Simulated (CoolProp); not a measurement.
R227EA along the isobar 0.431 MPa: density (kg/m³) from the reference equation and from simpler models built on Tc = 374.9 K, pc = 2.925 MPa, ω = 0.358; each cubic takes its own stable root.

Values from CoolProp's reference Helmholtz-energy equation of state, Lemmon 2016.

```csv
T (K),phase,reference,ideal gas,van der Waals,Peng-Robinson
354.3,gas,26.60,24.88,26.25,26.74
365.3,gas,25.61,24.13,25.36,25.75
376.3,gas,24.70,23.42,24.53,24.83
387.2,gas,23.87,22.76,23.76,24.00
398.2,gas,23.10,22.13,23.03,23.21
409.2,gas,22.38,21.54,22.35,22.49
420.1,gas,21.72,20.98,21.72,21.82
431.1,gas,21.10,20.45,21.11,21.18
442.1,gas,20.51,19.94,20.55,20.59
453.1,gas,19.96,19.45,20.01,20.03
464,gas,19.45,19.00,19.51,19.51
475,gas,18.96,18.56,19.02,19.01
```
